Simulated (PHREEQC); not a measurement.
Make-up at 80 °C: 0.0028 mol/kgw H2SO4, 3.6e-05 mol/kgw Al2(SO4)3 and 4.6e-05 mol/kgw Fe2(SO4)3. Closed to the air; pH follows from the charge balance.

Computed with PHREEQC (ion-association model, wateq4f.dat).

Precipitation was switched off in this run.

Q: Order these Fe species by the share of Fe that they hold, largest first: Fe+3, FeOH+2, Fe(OH)2+, FeSO4+, Fe(SO4)2-.

A: FeOH+2 (43 %), FeSO4+ (37 %), Fe(OH)2+ (17 %), Fe+3 (2.4 %), Fe(SO4)2- (0.93 %)

Q: Order these S species by the share of S that they hold, largest first: HSO4-, SO4-2, Al(SO4)2-, AlSO4+, FeSO4+.

A: HSO4- (52 %), SO4-2 (45 %), AlSO4+ (1.7 %), FeSO4+ (1.1 %), Al(SO4)2- (0.13 %)

The pH is 2.42 and the ionic strength 0.00580 mol/kgw. Examples of supersaturated solids here: Hematite (slow to form), Goethite (slow to form). Others may be too. Species that the database lacks are ignored. Away from 25 °C the constants follow the database's enthalpies or fits; those with neither stay at their 25 °C values.
